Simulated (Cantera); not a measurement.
A closed system holds: 1 mol SiH4, 640 mol H2, equilibrated at 2200 K and 1800 Pa.

Cantera equilibrium calculation (NASA polynomials, part measured and part estimated; ideal gas, pure solids and liquids). Candidate condensed phases: Si; 9 gas species. Gases not in the tables: Si2H6 and higher silanes. Rates play no part.

Base state: H2 0.957, H 0.0411, Si 0.00142, SiH 8.24e-5, SiH2 1.98e-5 (mole fractions); condensed: gas only.

**Question.** What changes in the equilibrium state with this change: pressure from 1800 Pa to 100000 Pa?

**Answer.** 
```json
[
 {"species": "H2", "before": "0.957", "after": "0.994"},
 {"species": "H", "before": "0.0411", "after": "0.00561"},
 {"species": "Si", "before": "0.00142", "after": "0.000369"},
 {"species": "SiH2", "before": "1.98e-5", "after": "0.000296"},
 {"species": "SiH", "before": "8.24e-5", "after": "0.000163"},
 {"species": "Si(l), mol", "before": "0", "after": "0.456"}
]
```
